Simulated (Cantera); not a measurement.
A closed system holds: 1 mol HgO, a varied amount of H2, equilibrated at 1 atm.

Cantera equilibrium calculation (NASA polynomials, part measured and part estimated; ideal gas, pure solids and liquids). Candidate condensed phases: H2O, Hg, HgO; 10 gas species. Kinetics and transport are ignored.

Stable condensed phases, one row left out:

```
T in °C \ n(H2) in mol
         0.57 0.84  1.1  1.4  1.7  1.9  2.2  2.5  2.8    3  3.3
   1325     A    A    A    A    A    A    A    A    A    A    A
   1225     A    A    A    A    A    A    A    A    A    A    A
   1125     A    A    A    A    A    A    A    A    A    A    A
   1025     A    A    A    A    A    A    A    A    A    A    A
    925     A    A    A    A    A    A    A    A    A    A    A
    825     A    A    A    A    A    A    A    A    A    A    A
    725     A    A    A    A    A    A    A    A    A    A    A
    625     A    A    A    A    A    A    A    A    A    A    A
    525     A    A    A    A    A    A    A    A    A    A    A
    425     B    A    A    A    A    A    A    A    A    A    A
    225     C    C    D    D    D    D    D    D    D    D    D
```

A: gas only; B: HgO; C: Hg + HgO; D: Hg.

### Question
Give the row for 325 °C.

### Answer
0.57: HgO; 0.84: HgO; 1.1: gas only; 1.4: gas only; 1.7: gas only; 1.9: gas only; 2.2: gas only; 2.5: gas only; 2.8: gas only; 3: gas only; 3.3: gas only.
